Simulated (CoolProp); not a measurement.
A simple Rankine cycle with R245fa: condensing at 325.15 K, boiler at 2.1 MPa, turbine inlet 399.5 K, turbine efficiency 0.8, pump efficiency 0.7, no recuperator. Each further row changes one setting.

Model: reference Helmholtz-energy equation of state, Akasaka 2015, in CoolProp.

```tsv
case	thermal efficiency (%)	net work (kJ/kg)	heat in (kJ/kg)	turbine exit temperature (K)	volume ratio over the turbine
as stated	10.9	23.8	219	___	7.02
turbine inlet 419.5 K	10.9	27.1	___	370.9	6.42
condensing temperature 317.15 K	12.0	27.6	___	340.3	8.99
boiler pressure 1.47 MPa	9.2	21.5	___	___	4.31
turbine efficiency 0.7	___	20.6	219	348.9	___
```

Question: Some entries are withheld; supply them.

Answer: 
- as stated, turbine exit temperature (K): 345.7
- turbine inlet 419.5 K, heat in (kJ/kg): 248
- condensing temperature 317.15 K, heat in (kJ/kg): 230
- boiler pressure 1.47 MPa, heat in (kJ/kg): 234
- boiler pressure 1.47 MPa, turbine exit temperature (K): 362.7
- turbine efficiency 0.7, thermal efficiency (%): 9.4
- turbine efficiency 0.7, volume ratio over the turbine: 7.10
